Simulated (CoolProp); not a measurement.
Vapour pressure (MPa) of tetrahydrofuran: the reference equation beside estimates from Tc = 540.2 K, pc = 5.304 MPa, ω = 0.234. Clausius-Clapeyron is anchored at 394 K with a constant enthalpy of vaporisation of 26.79 kJ/mol.

Computed with CoolProp (reference Helmholtz-energy equation of state, Fiedler 2023).

```
T (K)  reference  Lee-Kesler  Clausius-Clapeyron  van der Waals  Redlich-Kwong  Soave-Redlich-Kwong  Peng-Robinson
-----  ---------  ----------  ------------------  -------------  -------------  -------------------  -------------
394       0.4535      0.4563              0.4535          1.307         0.6499               0.4562         0.4528
404.6     0.5747      0.5800              0.5619          1.488         0.8006               0.5805         0.5750
415.2     0.7187      0.7272              0.6885          1.685         0.9744               0.7287         0.7208
425.8     0.8881      0.9003              0.8353          1.898          1.173               0.9037         0.8929
436.5      1.088       1.104               1.006          2.129          1.400                1.110          1.096
447.1      1.316       1.337               1.198          2.375          1.653                1.348          1.330
457.7      1.579       1.605               1.415          2.638          1.936                1.620          1.600
468.3      1.879       1.910               1.660          2.919          2.250                1.932          1.908
478.9      2.219       2.256               1.933          3.217          2.596                2.285          2.258
```

Absolute difference from the reference over all 9 rows, mean and median: Lee-Kesler 1.3 and 1.5 %, Clausius-Clapeyron 7.1 and 7.5 %, van der Waals 104.3 and 95.7 %, Redlich-Kwong 29.3 and 28.7 %, Soave-Redlich-Kwong 2.0 and 2.0 %, Peng-Robinson 0.8 and 0.7 %.
